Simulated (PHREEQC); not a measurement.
A PHREEQC input (ion-association model, phreeqc.dat):

```
SOLUTION 1
  temp 298.15
  units mg/L
  pH 5.66
  pe 8.2
  Na 0.889
  K 1.63e-09
  Ca 1.54
  Mg 0.164
  Cl 2.25
  S(6) 2.31 as SO4
  Alkalinity 0.959 as HCO3
  Si 0.0128 as SiO2
  B 0.0141
END
USE solution 1
EQUILIBRIUM_PHASES 1
  Quartz 0 0.5
  Gypsum 0 0
  CO2(g) -2.5 10
END
```

It stops with these messages:

```
WARNING: Maximum iterations exceeded, 100
WARNING: Maximum iterations exceeded, 100
WARNING: The program has failed to converge to a numerical solution.
ERROR:           Alkalinity has not converged. Total: 1.571652e-05	Calculated: -1.244644e-05	Residual: 2.816296e-05
ERROR: Is non-carbonate alkalinity greater than total alkalinity?
ERROR:                    B has not converged. Total: 1.304358e-06	Calculated: 1.304917e-06	Residual: -5.582323e-10
ERROR:                   Ca has not converged. Total: 3.842347e-05	Calculated: 3.448677e-05	Residual: 3.936695e-06
ERROR:                   Cl has not converged. Total: 6.346482e-05	Calculated: 6.367066e-05	Residual: -2.058357e-07
ERROR:                    K has not converged. Total: 4.168619e-14	Calculated: 4.182516e-14	Residual: -1.389768e-16
ERROR:                   Mg has not converged. Total: 6.745695e-06	Calculated: 6.658532e-06	Residual: 8.716341e-08
ERROR:                   Na has not converged. Total: 3.866964e-05	Calculated: 3.520453e-05	Residual: 3.465110e-06
ERROR:                 S(6) has not converged. Total: 2.404666e-05	Calculated: 2.373118e-05	Residual: 3.154814e-07
ERROR:                   Si has not converged. Total: 2.130358e-07	Calculated: 2.130453e-07	Residual: -9.560657e-12
ERROR:                   Mu Ionic strength has not converged. 	Residual: -8.655272e-10
ERROR:               A(H2O) Activity of water has not converged. 	Residual: -9.793993e-01
ERROR: Model failed to converge for initial solution  1.
```

Q: What went wrong, and how is it mended?

A: The fault: the temperature typed in kelvin. The line should read `temp 25` where the input has `temp 298.15`. With the mend the run ends at pH 5.58 and ionic strength 0.000199 mol/kgw.
